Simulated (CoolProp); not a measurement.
Vapour-liquid equilibrium of dimethyl carbonate (1) + n-heptane (2) at 368.3 K; x and y are mole fractions of (1).

The numbers come from the multi-fluid Helmholtz-energy mixture model, Zhou 2011 and Span 2003; pair parameters Bell 2016 in CoolProp.

Question: Give the bubble pressure and the first vapour's composition at x = 0.425, 0.725, 0.875. Is there an azeotrope?

Answer: x = 0.425: 0.1483 MPa, y = 0.550; x = 0.725: 0.1499 MPa, y = 0.655; x = 0.875: 0.1420 MPa, y = 0.757. y crosses x between x = 0.575 and 0.65: the model has an azeotrope there.

The pair parameters rest on a limited set of measurements; away from them the model extrapolates.
